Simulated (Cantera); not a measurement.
An isothermal, constant-pressure homogeneous reactor starts with CH₄ : H₂O = 1 : 2.3 (molar parts), at 1550 K and 26000 Pa.

Detailed kinetics in Cantera: GRI-Mech 3.0 (53 species, 325 reactions).

x: mole fraction; the columns are a selection and need not sum to one.

| t (s) | x CH₄ | x H₂O | x HO₂ | x CO | x CH₂CO |
|---|---|---|---|---|---|
| 0.000700 | 0.303 | 0.697 | <1e-12 | 2.05e-8 | 3.62e-12 |
| 0.00155 | 0.302 | 0.697 | <1e-12 | 3.74e-7 | 1.87e-10 |
| 0.00345 | 0.300 | 0.696 | <1e-12 | (withheld) | (withheld) |
| 0.00765 | 0.294 | 0.695 | <1e-12 | 3.70e-5 | 2.27e-7 |
| 0.0170 | 0.280 | 0.688 | <1e-12 | 0.000165 | 3.68e-6 |
| 0.0377 | 0.252 | 0.673 | <1e-12 | 0.000483 | 1.90e-5 |
| 0.0837 | 0.210 | 0.647 | <1e-12 | 0.00130 | 3.89e-5 |
| 0.186 | 0.157 | 0.614 | <1e-12 | 0.00337 | 5.38e-5 |
| 0.412 | 0.102 | 0.573 | <1e-12 | 0.00817 | 6.11e-5 |
| 0.915 | 0.0603 | 0.523 | <1e-12 | 0.0184 | 5.70e-5 |
| 2.03 | 0.0392 | 0.460 | <1e-12 | 0.0387 | 4.08e-5 |
| 4.51 | 0.0298 | 0.388 | <1e-12 | 0.0707 | 2.22e-5 |
| 10.0 | (withheld) | (withheld) | <1e-12 | (withheld) | (withheld) |

Task: Some entries are withheld; supply them.

Result: 
- 0.00345, x CO: 4.61e-6
- 0.00345, x CH₂CO: 7.43e-9
- 10.0, x CH₄: 0.0216
- 10.0, x H₂O: 0.319
- 10.0, x CO: 0.108
- 10.0, x CH₂CO: 9.42e-6
